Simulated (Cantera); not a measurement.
Charge: 1 mol PbO, 0.033 mol O2, 40 mol N2, 0.12 mol CO, at 31.0 mbar.

These are equilibrium values from Cantera (NASA tables, ideal gas, pure condensed phases), not measurements of a reactor. Candidate condensed phases: C, Pb, PbO, PbO2, Pb3O4; 27 gas species. Gases not in the tables: (PbO)n polymers. The numbers say what is thermodynamically allowed, not how fast it happens. All values below are at 1350 K.

Base state: N2 0.971, PbO 0.0198, Pb 0.00453, CO2 0.00291, O2 0.00158, NO 5.22e-5 (mole fractions); condensed: gas only.

Question: What changes in the equilibrium state with this change: pressure from 31.0 mbar to 3.70 bar?

Answer: 
```csv
species,before,after
N2,0.971,0.995
CO2,0.00291,0.00298
Pb,0.00453,0.00132
PbO,0.0198,0.000280
O2,0.00158,3.13e-8
NO,5.22e-5,2.35e-7
"Pb(l), mol",0,0.000718
"PbO(l), mol",0,0.935
```
Each liquid is taken as pure. Mutual solubility and eutectic melting of coexisting phases are not modelled.
